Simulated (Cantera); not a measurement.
**Equilibrium for hydrogen reduction and annealing atmospheres: NiS + H2 + N2**

Feed: 1 mol NiS, 3 mol H2, 7.2 mol N2, at 0.000110 bar.

Method: chemical equilibrium by Gibbs-energy minimisation in Cantera with the NASA 1993 tables (ideal gas, pure condensed phases). Candidate condensed phases: Ni, NiS, NiS2, Ni3S2, Ni3S4, S; 17 gas species. Gases not in the tables: S3 to S7. Equilibrium is a limit: real reactors are often held back by kinetics, nucleation or transport.

```tsv
T (°C)	log p N2	log p H2	log p S2	log p H2S	n Ni3S2(s)	n Ni3S2(l)	n Ni(s)
677	-4.11	-4.54	-6.68	-5.50	0.333	0	0
777	-4.11	-4.52	-6.13	-5.68	0.333	0	0
877	-4.11	-4.51	-5.92	-5.95	0	0.333	0
977	-4.12	-4.50	-5.84	-6.23	0	0.333	0
1077	-4.12	-4.50	-5.80	-6.49	0	0.333	0
1177	-4.13	-4.52	-5.31	-6.50	0	0	0.997
1277	-4.13	-4.52	-5.32	-6.72	0	0	0.980
```
log p: log10 of the partial pressure in bar; n: condensed amount in mol.

From 677 °C to 777 °C the condensed part is Ni3S2(s). From 877 °C to 1077 °C the condensed part is Ni3S2(l). From 1177 °C to 1277 °C the condensed part is Ni(s).
